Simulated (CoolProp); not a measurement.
Properties of n-perfluorohexane along the isotherm 450 K.

Values from CoolProp's reference Helmholtz-energy equation of state, Gao 2022.

| p (bar) | phase | density (kg/m³) | cv (kJ/(kg K)) | Joule-Thomson coefficient (K/MPa) |
|---|---|---|---|---|
| 0.138 | gas | 1.250 | 0.9826 | (withheld) |
| 0.313 | gas | 2.846 | 0.9829 | 7.815 |
| 0.713 | gas | 6.535 | 0.9835 | 7.917 |
| 1.62 | gas | (withheld) | 0.9848 | 8.163 |
| 3.69 | gas | 36.13 | (withheld) | (withheld) |
| 8.41 | gas | 94.11 | 0.9983 | 11.01 |
| 19.1 | supercritical | 850.5 | 1.063 | 10.09 |
| 43.5 | supercritical | 1147 | (withheld) | 0.8189 |

Q: Some entries are withheld; supply them.

A: 
- 0.138, Joule-Thomson coefficient (K/MPa): 7.772
- 1.62, density (kg/m³): 15.13
- 3.69, cv (kJ/(kg K)): 0.9882
- 3.69, Joule-Thomson coefficient (K/MPa): 8.813
- 43.5, cv (kJ/(kg K)): 1.031
